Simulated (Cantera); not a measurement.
Charge: 1 mol LiOH, 1.1 mol H2O, at 600 Pa.

These are equilibrium values from Cantera (NASA tables, ideal gas, pure condensed phases), not measurements of a reactor. Candidate condensed phases: H2O, Li, LiH, LiOH, Li2O; 17 gas species. Kinetics and transport are ignored. All values below are at 1452 °C.

Base state: H2O 0.520, LiOH 0.467, H2 0.00358, Li 0.00350, O2 0.00238, Li2O 0.00153, OH 0.00115, H 0.000143 (mole fractions); condensed: gas only.

Task: What changes in the equilibrium state with this change: H2O from 1.1 to 0.55 mol?

Result: 
| species | before | after |
|---|---|---|
| LiOH | 0.467 | 0.627 |
| H2O | 0.520 | 0.357 |
| Li | 0.00350 | 0.00567 |
| Li2O | 0.00153 | 0.00403 |
| Li2(OH)2 | 0.000125 | 0.000226 |
| LiO | 5.52e-5 | 8.96e-5 |
| H2 | 0.00358 | 0.00245 |
| H | 0.000143 | 0.000119 |
| OH | 0.00115 | 0.000952 |

Task: What changes in the equilibrium state with this change: H2O from 1.1 to 0.064 mol?

Result: 
| species | before | after |
|---|---|---|
| LiOH | 0.467 | 0.844 |
| H2O | 0.520 | 0.116 |
| Li2O | 0.00153 | 0.0224 |
| Li | 0.00350 | 0.0124 |
| Li2O2 | 2.25e-6 | 3.83e-5 |
| H2 | 0.00358 | 0.000688 |
| LiO | 5.52e-5 | 0.000227 |
| Li2(OH)2 | 0.000125 | 0.000409 |
| H | 0.000143 | 6.29e-5 |
| Li2O(s), mol | 0 | 0.0285 |
